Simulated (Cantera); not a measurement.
Feed: 1 mol Si₃N₄, 0.26 mol H₂O, 4.6 mol N₂, held at 2050 K and 0.0285 Torr.

Cantera equilibrium calculation (NASA polynomials, part measured and part estimated; ideal gas, pure solids and liquids). The tables' values for SiN are old estimates; treat these amounts as uncertain. The numbers say what is thermodynamically allowed, not how fast it happens.

```csv
species,before,after
N₂,0.658,0.947
H₂,0.00871,0.0525
H,0.0344,5.91e-5
Si,0.272,2.01e-7
SiO,0.0259,5.03e-5
Si₂,0.000424,<1e-9
SiN,0.000315,3.65e-9
Si₂N,5.29e-5,<1e-9
SiH,9.47e-5,2.09e-9
Si₃,1.19e-5,<1e-9
"Si₂N₂O(s), mol",0,0.260
"Si₃N₄(s), mol",0,0.827
```
Gas species are given as mole fractions.

Task: What was changed between the two runs?
(A) Si₃N₄ replaced by Si
(B) temperature from 2050 K to 1873.15 K
(C) temperature from 2050 K to 1323.15 K
(D) pressure from 0.0285 Torr to 10.0 Torr

Result: C, temperature from 2050 K to 1323.15 K. Mutual solubility and eutectic melting of coexisting phases are not modelled
